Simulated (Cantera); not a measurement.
Oxide etching and cleaning by halides: B₂O₃ + Cl₂ + H₂

A closed system holds: 1 mol B₂O₃, 1.5 mol Cl₂, 4.9 mol H₂, equilibrated at 977 °C.

Cantera equilibrium calculation (NASA polynomials, part measured and part estimated; ideal gas, pure solids and liquids). Candidate condensed phases: B, B₂O₃, B₃O₃H₃, H₂O; 33 gas species. The tables' values for BOCl are old estimates; treat these amounts as uncertain. Gases not in the tables: H₃BO₃, BHCl₂. Kinetics and transport are ignored.

```csv
P (Pa),x H₂,x HCl,x HBO₂,x B₂O₃,x BOCl,x HBO,x H₂O,x BCl₃,n B₂O₃(l)
1,0.524,0.460,0.00562,0.00441,0.00339,0.00213,0.000117,6.22e-6,0.934
10,0.529,0.466,0.00172,0.000441,0.00112,0.000702,0.000110,2.24e-5,0.986
100,0.531,0.468,0.000567,4.41e-5,0.000341,0.000214,0.000119,6.35e-5,0.996
1000,0.531,0.468,0.000219,4.41e-6,8.85e-5,5.54e-5,0.000177,0.000111,0.998
10000,0.531,0.468,8.90e-5,4.41e-7,2.18e-5,1.36e-5,0.000293,0.000165,0.999
100000,0.531,0.468,3.58e-5,4.41e-8,5.40e-6,3.39e-6,0.000474,0.000252,0.998
```
x: gas mole fraction; n: condensed amount in mol.

From 1.00 Pa to 100000 Pa the condensed part is B₂O₃(l). The share of B in condensed phases is highest at 10000 Pa (99.9 %) and lowest at 1.00 Pa (93.4 %).
